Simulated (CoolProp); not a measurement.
A single-stage vapour-compression cycle with sulfur dioxide: evaporating at 237.15 K (dew point), condensing at 290.15 K (bubble point), superheat 2 K, subcooling 0 K, compressor efficiency 0.8, no pressure losses. Each further row changes one setting.

Model: reference Helmholtz-energy equation of state, Gao 2016, in CoolProp.

```
case                              cooling COP  pressure ratio  discharge temperature (K)  refrigerating effect (kJ/kg)  volumetric capacity (kJ/m³)
--------------------------------  -----------  --------------  -------------------------  ----------------------------  ---------------------------
as stated                                2.86            10.9                      426.6                           341                          302
evaporating temperature 242.15 K         3.31            8.26                      408.7                    (withheld)                   (withheld)
condensing temperature 285.15 K          3.22            9.10                      410.1                           347                          309
subcooling 5 K                     (withheld)            10.9                      426.6                           347                          309
superheat 12 K                           2.80            10.9                      442.0                           347                   (withheld)
compressor efficiency 0.7                2.50            10.9                      450.5                           341                          302
```

Question: Fill in the missing entries.

Answer: 
- evaporating temperature 242.15 K, refrigerating effect (kJ/kg): 343
- evaporating temperature 242.15 K, volumetric capacity (kJ/m³): 395
- subcooling 5 K, cooling COP: 2.92
- superheat 12 K, volumetric capacity (kJ/m³): 295
